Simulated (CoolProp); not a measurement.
Computed with CoolProp (reference Helmholtz-energy equation of state, Lemmon 2006). It is a short technical equation, of lower accuracy than the large ones.

Question: For R141b, give the phase and the density (kg/m³), speed of sound (m/s) at 39.75 °C and 218 bar; 96.05 °C and 218 bar; 180.55 °C and 218 bar.

Answer: 
- 39.75 °C and 218 bar: liquid; density 1250, speed of sound 890
- 96.05 °C and 218 bar: liquid; density 1150, speed of sound 729
- 180.55 °C and 218 bar: liquid; density 996, speed of sound 526
